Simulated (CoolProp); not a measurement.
Vapour-liquid equilibrium of n-perfluoropentane (1) + n-pentane (2) at 58.45 °C; x and y are mole fractions of (1).

The numbers come from the multi-fluid Helmholtz-energy mixture model, Gao 2022 and Thol 2019; pair parameters Bell 2016 in CoolProp.

| x | bubble pressure (kPa) | y at the bubble point | dew pressure at overall composition x (kPa) | liquid density (mol/L) |
|---|---|---|---|---|
| 0.05 | 266.4 | 0.248 | 215.4 | 7.871 |
| 0.2 | 339.6 | 0.449 | 252.2 | 7.184 |
| 0.35 | 354.5 | 0.494 | 301.1 | 6.612 |
| 0.5 | 358.2 | 0.523 | 355.6 | 6.148 |
| 0.65 | 355.3 | 0.572 | 341.0 | 5.776 |
| 0.8 | 336.2 | 0.671 | 306.3 | 5.478 |
| 0.95 | 287.9 | 0.882 | 273.7 | 5.233 |

y crosses x between x = 0.5 and 0.65: the model has an azeotrope there.

The pair parameters rest on a limited set of measurements; away from them the model extrapolates. With so large a gap from Raoult's law the liquid may split in two, which this calculation doesn't test in full.
